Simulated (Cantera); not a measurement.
Cantera run:

```python
import numpy as np
import cantera as ct

gas_names = """
    H HO2 H2 H2O H2O2 Nb NbO NbO2 O OH O2 O3
""".split()
cond_names = """
    H2O(s) H2O(L) Nb(cr) Nb(L) NbO(s) NbO(L) NbO2(I) NbO2(II) NbO2(III) NbO2(L) Nb2O5(s) Nb2O5(L)
""".split()


def load(file, names, dense=False):
    # The tables refer to 1 bar. Condensed volumes are neglected.
    table = {s.name: s for s in ct.Species.list_from_file(file)}
    out = []
    for n in names:
        d = dict(table[n].input_data)
        d["thermo"] = dict(d["thermo"], **{"reference-pressure": 1e5})
        if dense:
            d["equation-of-state"] = {"model": "constant-volume", "density": "1e6 g/cm^3"}
        out.append(ct.Species.from_dict(d))
    return out


gas = ct.Solution(thermo="ideal-gas", species=load("nasa_gas.yaml", gas_names))
cond = {s.name: ct.Solution(thermo="fixed-stoichiometry", species=[s], name=s.name)
        for s in load("nasa_condensed.yaml", cond_names, dense=True)}
atoms = {
    'Nb2O5': {'Nb': 2, 'O': 5},
    'H2': {'H': 2},
    'H2O': {'H': 2, 'O': 1},
}
top_T = {}  # K; cautious upper limits of use, not melting points


def equilibrate(T, P, feed):
    n = {}
    for name, mol in feed.items():
        for a, k in atoms[name].items():
            n[a] = n.get(a, 0.0) + k * mol
    gas.TPX = T, P, n
    mass = sum(n.values()) * gas.mean_molecular_weight
    gas.equilibrate("TP")
    valid = [c for c in cond.values() if c.min_temp <= T <= top_T.get(c.name, c.max_temp)]
    mix = ct.Mixture([(gas, mass / gas.mean_molecular_weight)] + [(c, 0.0) for c in valid])
    mix.T, mix.P = T, P
    mix.equilibrate("TP", solver="vcs", rtol=1e-11, max_steps=5000)
    return mix


results = []
feed = {'Nb2O5': 1, 'H2': 400, 'H2O': 0.25}  # mol
P = 250  # Pa
for T in [1350, 1425, 1500, 1575, 1650, 1725, 1800, 1875, 1950, 2025, 2100, 2175]:
    mix = equilibrate(T, P, feed)
    results.append((T, P, feed, dict(zip(mix.species_names, mix.species_moles))))

top = {s: max(r[3][s] / sum(r[3][g] for g in gas_names) for r in results) for s in gas_names}
cols = sorted((s for s in top if top[s] > 1e-05), key=lambda s: -top[s])[:9]
seen = [c for c in cond_names if any(r[3].get(c, 0) > 1e-12 for r in results)]
print("log10 of partial pressures in bar; condensed amounts in mol")
print(f"{'T/K':>10s}" + "".join(f"{s[:9]:>10s}" for s in cols + seen))
for T, P, feed, n in results:
    ng = sum(n[g] for g in gas_names)
    print(f"{T:10.4g}" + "".join(f"{np.log10(max(n[s] / ng * P / 1e5, 1e-99)):10.3f}" for s in cols)
          + "".join(f"{n.get(c, 0):10.4g}" for c in seen))
```

Result:

```
log10 of partial pressures in bar; condensed amounts in mol
       T/K        H2         H       H2O      NbO2       NbO        OH    NbO(s) NbO2(III)
      1350    -2.603    -6.925    -5.107   -12.391   -15.070   -11.218         0         2
      1425    -2.603    -6.468    -5.108   -11.242   -13.621   -10.632         0         2
      1500    -2.604    -6.056    -5.108   -10.211   -12.321   -10.105         0         2
      1575    -2.604    -5.683    -5.108    -9.282   -11.149    -9.627         0         2
      1650    -2.604    -5.344    -5.097    -8.440   -10.097    -9.182   0.03065     1.969
      1725    -2.606    -5.034    -4.954    -7.674    -9.275    -8.641    0.5348     1.462
      1800    -2.608    -4.750    -4.824    -6.974    -8.524    -8.146     1.162    0.8205
      1875    -2.611    -4.489    -4.706    -6.333    -7.834    -7.692     1.921  0.001869
      1950    -2.616    -4.248    -4.729    -5.872    -7.200    -7.403     1.772         0
      2025    -2.622    -4.027    -4.783    -5.477    -6.614    -7.168     1.415         0
      2100    -2.633    -3.823    -4.895    -5.169    -6.072    -7.009    0.7377         0
      2175    -2.648    -3.636    -5.027    -5.012    -5.673    -6.886         0         0
```

Cantera equilibrium calculation (NASA polynomials, part measured and part estimated; ideal gas, pure solids and liquids). Mutual solubility and eutectic melting of coexisting phases are not modelled. NbO: taken at fixed stoichiometry. Condensed phases not in the tables: the oxides between NbO2 and Nb2O5.
